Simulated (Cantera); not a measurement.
A Cantera script and what it prints.

```python
import numpy as np
import cantera as ct

gas_names = """
    CL CL2 H HCL H2 N NH NH2 NH3 N2 N2H2 N2H4 Si SiCL SiCL2 SiCL3 SiCL4 SiH SiHCL3 SiH2 SiH2CL2 SiH3
    SiH3CL SiH4 SiN Si2 Si2N Si3
""".split()
cond_names = """
    NH4CL(a) NH4CL(b) Si(cr) Si(L) Si3N4(a)
""".split()


# ... load() reads the species with a 1 bar reference pressure and builds the phases ...
atoms = {
    'Si2Cl6': {'Si': 2, 'CL': 6},
    'HCl': {'H': 1, 'CL': 1},
    'N2': {'N': 2},
}
top_T = {'Si3N4(a)': 2400}  # K; cautious upper limits of use, not melting points


# ... equilibrate(T, P, feed) seeds the gas with the atoms and calls Mixture.equilibrate('TP', solver="vcs", rtol=1e-11, max_steps=5000) ...
results = []
feed = {'Si2Cl6': 1, 'HCl': 0.65, 'N2': 48}  # mol
T = 1548.15  # K
P = 1000  # Pa
mix = equilibrate(T, P, feed)
results.append((T, P, feed, dict(zip(mix.species_names, mix.species_moles))))
print(gas.report(threshold=1e-05))
for i in range(1, mix.n_phases):
    print(f"{mix.phase(i).name:16s} {mix.phase_moles(i):12.5e} mol")
```

It prints:

```
       temperature   1548.2 K
          pressure   1000 Pa
           density   0.0025093 kg/m^3
  mean mol. weight   32.3 kg/kmol
   phase of matter   gas

                          1 kg             1 kmol
                     ---------------   ---------------
          enthalpy        7.8356e+05        2.5309e+07  J
   internal energy        3.8505e+05        1.2437e+07  J
           entropy            9014.9        2.9118e+05  J/K
    Gibbs function       -1.3173e+07       -4.2548e+08  J
 heat capacity c_p              1138             36758  J/K
 heat capacity c_v            880.61             28444  J/K

                      mass frac. Y      mole frac. X     chem. pot. / RT
                     ---------------   ---------------   ---------------
                CL        0.00085438        0.00077847           -24.474
               HCL          0.014433          0.012787           -41.634
                H2        1.0217e-06        1.6369e-05           -34.321
                N2            0.8213           0.94696           -30.769
             SiCL2          0.047686          0.015561           -61.279
             SiCL3          0.037777         0.0090765           -85.753
             SiCL4          0.077931          0.014817           -110.23
     [  +21 minor]        1.2294e-05        4.7461e-06

Si(cr)            0.00000e+00 mol
Si3N4(a)          0.00000e+00 mol
```

These are equilibrium values from Cantera (NASA tables, ideal gas, pure condensed phases), not measurements of a reactor. The feed counts by its element totals alone. The tables' values for SiCl3 are old estimates; treat these amounts as uncertain.
